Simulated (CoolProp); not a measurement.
Sulfur hexafluoride at 487.61 K and 9.88 MPa flows at 0.29 m/s in a round tube of 12.7 mm bore and 45 µm roughness, fully developed (64/Re and Nu = 3.66 if laminar; Colebrook and Gnielinski if turbulent). Each further row changes one setting.

Model: reference Helmholtz-energy equation of state, Guder 2009, in CoolProp.

| case | Reynolds number | Darcy friction factor | pressure drop (Pa/m) | heat-transfer coefficient (W/(m² K)) | mass flow (kg/h) |
|---|---|---|---|---|---|
| as stated | 46600 | 0.0298 | 40.4 | 455 | 54.1 |
| velocity 0.58 m/s | 93100 | 0.0287 | 155 | 885 | 108 |
| diameter 25.4 mm | 93100 | 0.0246 | 16.7 | 378 | 216 |

Viscosity comes from a separate model (Quiñones-Cisneros 2012). Thermal conductivity comes from a separate model (Assael 2012).
